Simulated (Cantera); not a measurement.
Input: 1 mol FeS, 5 mol H2, at 800 °C and 2.10 bar.

Method: chemical equilibrium by Gibbs-energy minimisation in Cantera with the NASA 1993 tables (ideal gas, pure condensed phases). Candidate condensed phases: Fe, FeS, FeS2, S; 8 gas species. Mutual solubility and eutectic melting of coexisting phases are not modelled. FeS: taken at fixed stoichiometry. The numbers say what is thermodynamically allowed, not how fast it happens.

What is the equilibrium state?


| Item | Value |
|---|---|
| x(H2) | 0.998 |
| x(H2S) | 0.00189 |
| n(Fe(α)) | 0.00946 mol |
| n(FeS(s)) | 0.991 mol |
| gas amount | 5.000 mol |
| log10 activity of S(l) (absent) | -5.08 |
